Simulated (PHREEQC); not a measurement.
0.027 g of hydrous ferric oxide (600 m²/g; 0.2 weak and 0.005 strong sites per Fe, Dzombak-Morel constants, diffuse double layer) in 1 kg of water with 0.1 mol/kgw of an inert sodium salt and 8.6e-06 mol CuCl2 and 3.6e-07 mol NiCl2, at 25 °C; the pH is set by adding NaOH or the inert anion's acid. Oxygen is held at 0.21 atm. No CO2 enters from the air. Precipitation was switched off in this run.

Base run: PHREEQC, ion-association model, wateq4f.dat. Each further column changes one thing. The table gives Cu sorbed (%).

| pH | base | no electrostatic term (-no_edl) | background salt from 0.1 to 0.01 mol/kgw | oxide from 0.027 to 0.14 g/kgw | 1.5e-05 mol/kgw CaCl2 added |
|---|---|---|---|---|---|
| 4 | 0.2 | 0.3 | 0.3 | 1.3 | 0.2 |
| 4.75 | 4.8 | 6.5 | 4.7 | ___ | 4.8 |
| 5.5 | 29.1 | ___ | ___ | 77.5 | 29.1 |
| 5.88 | 55.2 | 76.2 | 53.0 | 93.2 | 55.2 |
| 6.62 | 93.3 | 98.5 | ___ | 99.5 | 93.3 |
| 7.38 | 98.1 | 99.6 | 97.5 | 99.9 | 98.1 |
| 8.12 | 97.6 | ___ | 97.3 | 99.9 | 97.6 |
| 8.5 | 97.1 | 96.5 | 97.1 | 99.9 | 97.1 |
| 9.25 | 95.7 | ___ | 96.7 | 99.8 | ___ |
| 10 | 92.6 | 17.3 | 95.7 | 99.6 | 82.3 |

### Question
Complete the blanks.

### Answer

- 4.75, oxide from 0.027 to 0.14 g/kgw: 21.1
- 5.5, no electrostatic term (-no_edl): 42.5
- 5.5, background salt from 0.1 to 0.01 mol/kgw: 27.9
- 6.62, background salt from 0.1 to 0.01 mol/kgw: 92.4
- 8.12, no electrostatic term (-no_edl): 98.6
- 9.25, no electrostatic term (-no_edl): 71.4
- 9.25, 1.5e-05 mol/kgw CaCl2 added: 94.6

The database's constant for dissolved Cu(OH)2 is higher than later reviews accept.
